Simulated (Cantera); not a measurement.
# BN + F2 (nitride etching)

A closed system holds: 1 mol BN, 3.3 mol F2, at 1.00 bar.

These are equilibrium values from Cantera (NASA tables, ideal gas, pure condensed phases), not measurements of a reactor. Candidate condensed phases: B, BN; 13 gas species. Equilibrium is a limit: real reactors are often held back by kinetics, nucleation or transport.

```json
[
 {"T (°C)": "552", "log p F": "-2.22", "log p F2": "-0.60", "log p BF3": "-0.40", "log p NF3": "-0.52", "log p N2": "-1.34"},
 {"T (°C)": "652", "log p F": "-1.55", "log p F2": "-0.39", "log p BF3": "-0.47", "log p NF3": "-0.91", "log p N2": "-0.97"},
 {"T (°C)": "752", "log p F": "-1.08", "log p F2": "-0.35", "log p BF3": "-0.52", "log p NF3": "-1.51", "log p N2": "-0.87"},
 {"T (°C)": "852", "log p F": "-0.73", "log p F2": "-0.40", "log p BF3": "-0.56", "log p NF3": "-2.17", "log p N2": "-0.87"},
 {"T (°C)": "952", "log p F": "-0.48", "log p F2": "-0.54", "log p BF3": "-0.60", "log p NF3": "-2.87", "log p N2": "-0.90"},
 {"T (°C)": "1052", "log p F": "-0.32", "log p F2": "-0.75", "log p BF3": "-0.64", "log p NF3": "-3.62", "log p N2": "-0.94"},
 {"T (°C)": "1152", "log p F": "-0.23", "log p F2": "-1.03", "log p BF3": "-0.67", "log p NF3": "-4.41", "log p N2": "-0.97"}
]
```
log p: log10 of the partial pressure in bar; nothing condenses.

From 552 °C to 1152 °C nothing is condensed. The main B-bearing gas is BF3 throughout.
